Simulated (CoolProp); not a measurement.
Vapour-liquid equilibrium of propane (1) + R152A (2) at 13.15 °C; x and y are mole fractions of (1).

The numbers come from the multi-fluid Helmholtz-energy mixture model, Lemmon 2009 and Outcalt 1996; pair parameters Bell 2016 in CoolProp.

```
x     bubble pressure (kPa)  y at the bubble point  dew pressure at overall composition x (kPa)  liquid density (mol/L)
----  ---------------------  ---------------------  -------------------------------------------  ----------------------
0.05                  486.9                  0.175                                        432.2                   13.84
0.15                  597.3                  0.370                                        475.0                   13.43
0.25                  670.3                  0.475                                        525.4                   13.06
0.35                  717.7                  0.543                                        584.6                   12.71
0.45                  748.4                  0.594                                        652.3                   12.41
0.55                  768.0                  0.638                                        722.2                   12.15
0.65                  778.7                  0.682                                        771.9                   11.94
0.75                  780.0                  0.734                                        778.4                   11.78
0.85                  767.2                  0.805                                        753.6                   11.66
0.95                  729.5                  0.916                                        715.8                   11.59
```

y crosses x between x = 0.65 and 0.75: the model has an azeotrope there.

Pair parameters are fitted to limited data, so mixtures are less certain than the pure fluids.
